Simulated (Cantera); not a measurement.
A Cantera script and what it prints.

```python
import numpy as np
import cantera as ct

gas_names = [...]  # 49 gases of nasa_gas.yaml made of Cl, F, H, N, Si
cond_names = """
    NH4CL(a) NH4CL(b) Si(cr) Si(L) Si3N4(a)
""".split()


# ... load() reads the species with a 1 bar reference pressure and builds the phases ...
atoms = {
    'Si': {'Si': 1},
    'NF3': {'N': 1, 'F': 3},
    'H2': {'H': 2},
    'Cl2': {'CL': 2},
}
top_T = {'Si3N4(a)': 2400}  # K; cautious upper limits of use, not melting points


# ... equilibrate(T, P, feed) seeds the gas with the atoms and calls Mixture.equilibrate('TP', solver="vcs", rtol=1e-11, max_steps=5000) ...
results = []
T = 1523.15  # K
P = 46000  # Pa
for m in [0.58, 0.7, 0.85, 1, 1.2, 1.5, 1.8, 2.2, 2.6, 3.2, 3.8, 4.6]:
    feed = {'Si': 1, 'NF3': 4.4, 'H2': 2.2, 'Cl2': m}  # mol
    mix = equilibrate(T, P, feed)
    results.append((T, P, feed, dict(zip(mix.species_names, mix.species_moles))))

top = {s: max(r[3][s] / sum(r[3][g] for g in gas_names) for r in results) for s in gas_names}
cols = sorted((s for s in top if top[s] > 0.001), key=lambda s: -top[s])[:5]
seen = [c for c in cond_names if any(r[3].get(c, 0) > 1e-12 for r in results)]
print("log10 of partial pressures in bar; condensed amounts in mol")
print(f"{'n(Cl2)':>10s}" + "".join(f"{s[:9]:>10s}" for s in cols + seen))
for T, P, feed, n in results:
    ng = sum(n[g] for g in gas_names)
    print(f"{feed['Cl2']:10.4g}" + "".join(f"{np.log10(max(n[s] / ng * P / 1e5, 1e-99)):10.3f}" for s in cols)
          + "".join(f"{n.get(c, 0):10.4g}" for c in seen))
```

It prints:

```
log10 of partial pressures in bar; condensed amounts in mol
    n(Cl2)        HF       CLF         F        N2       CL2
      0.58    -0.786    -1.374    -0.878    -1.087    -3.980
       0.7    -0.787    -1.294    -0.906    -1.088    -3.764
      0.85    -0.787    -1.213    -0.943    -1.088    -3.525
         1    -0.788    -1.145    -0.984    -1.089    -3.310
       1.2    -0.789    -1.072    -1.042    -1.090    -3.045
       1.5    -0.792    -0.988    -1.141    -1.093    -2.680
       1.8    -0.795    -0.930    -1.248    -1.097    -2.350
       2.2    -0.803    -0.886    -1.385    -1.105    -1.991
       2.6    -0.814    -0.869    -1.495    -1.115    -1.734
       3.2    -0.832    -0.865    -1.617    -1.133    -1.485
       3.8    -0.850    -0.872    -1.704    -1.151    -1.324
       4.6    -0.874    -0.888    -1.791    -1.175    -1.180
```

Method: chemical equilibrium by Gibbs-energy minimisation in Cantera with the NASA 1993 tables (ideal gas, pure condensed phases).
